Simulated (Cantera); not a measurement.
## Adiabatic ignition

An adiabatic, constant-volume homogeneous reactor starts with 2.48 % CH4, 16.5 % O2, 81.0 % N2, at 1623 K and 0.250 bar.

Computed with Cantera and GRI-Mech 3.0 (53 species, 325 reactions).

| t (s) | T (K) | P (bar) | x CH4 | x O2 | x NO | x NO2 | x H | x C2H |
|---|---|---|---|---|---|---|---|---|
| 2.00e-6 | 1623 | 0.250 | 0.0248 | 0.165 | <1e-12 | <1e-12 | 2.38e-8 | <1e-12 |
| 7.43e-6 | 1623 | 0.250 | 0.0248 | 0.165 | <1e-12 | <1e-12 | 3.89e-8 | <1e-12 |
| 2.76e-5 | 1623 | 0.250 | 0.0248 | 0.165 | <1e-12 | <1e-12 | 4.33e-8 | <1e-12 |
| 0.000102 | 1623 | 0.250 | 0.0248 | 0.165 | <1e-12 | <1e-12 | 5.74e-8 | <1e-12 |
| 0.000381 | 1623 | 0.250 | 0.0247 | 0.165 | 1.69e-12 | <1e-12 | 1.74e-7 | <1e-12 |
| 0.00141 | 1994 | 0.313 | 7.48e-12 | 0.115 | 1.79e-6 | 2.96e-10 | 0.00314 | <1e-12 |
| 0.00525 | 2210 | 0.342 | <1e-12 | 0.113 | 0.000204 | 7.29e-8 | 0.000667 | <1e-12 |
| 0.0195 | 2249 | 0.348 | <1e-12 | 0.113 | 0.000732 | 3.77e-7 | 0.000243 | <1e-12 |
| 0.0725 | 2246 | 0.347 | <1e-12 | 0.113 | 0.00237 | 1.22e-6 | 0.000235 | <1e-12 |
| 0.269 | 2236 | 0.345 | <1e-12 | 0.111 | 0.00637 | 3.29e-6 | 0.000218 | <1e-12 |
| 1.00 | 2228 | 0.344 | <1e-12 | 0.109 | 0.00963 | 4.98e-6 | 0.000206 | <1e-12 |
x: mole fraction; the columns are a selection and need not sum to one.

The time of steepest temperature rise is 1.34 ms, the temperature at 1.00 s is 2228 K and the equilibrium temperature comes out as 2228 K. The x(CH4) at 1.00 s is <1e-12 (gas-phase equilibrium <1e-12) and the x(O2) at 1.00 s comes out as 0.109 (gas-phase equilibrium 0.109). The x(NO) at 1.00 s comes out as 0.00963 (gas-phase equilibrium 0.00981).
